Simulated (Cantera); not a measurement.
Input: 1 mol Cr, 0.47 mol O₂, 3 mol N₂, 4.6 mol N₂O, held at 2.00 Pa.

Equilibrium computed with Cantera from the NASA thermochemical tables; the gas is ideal and each condensed phase is pure. Candidate condensed phases: Cr, CrN, Cr₂N, Cr₂O₃; 14 gas species. Equilibrium is a limit: real reactors are often held back by kinetics, nucleation or transport.

Question: At 1252 °C, list the 4 most abundant gas species with their mole fractions, and the condensed phases.

Answer: N₂ 0.789, O₂ 0.209, NO 0.00138, O 0.000579. Condensed: Cr₂O₃(s).
